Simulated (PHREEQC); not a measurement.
A solution holds 2.3 mmol/kgw HF, 3.3 mmol/kgw NH4BF4, 20 mmol/kgw (NH4)2SiF6 and 0.48 mmol/kgw H3PO4, at 25 °C. Closed to the air; pH follows from the charge balance.

Equilibrium calculation in PHREEQC: ion-association model, phreeqc.dat.

Q: The ionic strength comes out as 0.0649 mol/kgw. What activity coefficients do HF2-, BF3OH-, SiF6-2, BF2(OH)2-, H+ get?

A: HF2- 0.81, BF3OH- 0.81, SiF6-2 0.43, BF2(OH)2- 0.81, H+ 0.84.

No solid was allowed to form. Complexes and solids missing from the database can't appear. SiF6-2 is the database's only silicon fluoride. Real BF4- forms and hydrolyses slowly; the run takes it at equilibrium.
